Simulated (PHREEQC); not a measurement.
Make-up at 20 °C: 0.01 mol/kgw Ba(OH)2. Closed to the air; pH follows from the charge balance.

Model: ion-association model, phreeqc.dat, run in PHREEQC.

Each row changes one thing in this solution. No solid was allowed to form.

```json
[
 {"case": "as made", "pH": "12.38", "BaOH+ (mol/kgw)": "0.000480"},
 {"case": "Ba(OH)2 from 0.01 to 0.005 mol/kgw", "pH": "12.10", "BaOH+ (mol/kgw)": "0.000145"},
 {"case": "Ba(OH)2 from 0.01 to 0.015 mol/kgw", "pH": "12.54", "BaOH+ (mol/kgw)": "0.000945"},
 {"case": "Ba(OH)2 from 0.01 to 0.002 mol/kgw", "pH": "11.73", "BaOH+ (mol/kgw)": "2.80e-5"},
 {"case": "Ba(OH)2 replaced by BaBr2 at the same molality", "pH": "7.07", "BaOH+ (mol/kgw)": "2.43e-9"},
 {"case": "diluted 10-fold with water", "pH": "11.44", "BaOH+ (mol/kgw)": "7.71e-6"},
 {"case": "0.0015 mol/kgw NaOH added", "pH": "12.41", "BaOH+ (mol/kgw)": "0.000508"},
 {"case": "temperature from 20 to 25 °C", "pH": "12.22", "BaOH+ (mol/kgw)": "0.000330"}
]
```
